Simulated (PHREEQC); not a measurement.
Dissolve 0.041 mol/kgw NaHCO3 and 0.0033 mol/kgw HBF4 at 54 °C. Closed to the air; pH follows from the charge balance.

Model: ion-association model, wateq4f.dat, run in PHREEQC.

Precipitation was switched off in this run.

Q: Predict the pH, ionic strength.

A: pH 6.52; ionic strength 0.0404 mol/kgw.

Q: In which forms is Na present?

A: Na+ 98 %, NaHCO3 1.0 % of the Na.

Complexes and solids missing from the database can't appear. Constants without temperature data keep their 25 °C values here. Real BF4- forms and hydrolyses slowly; the run takes it at equilibrium.
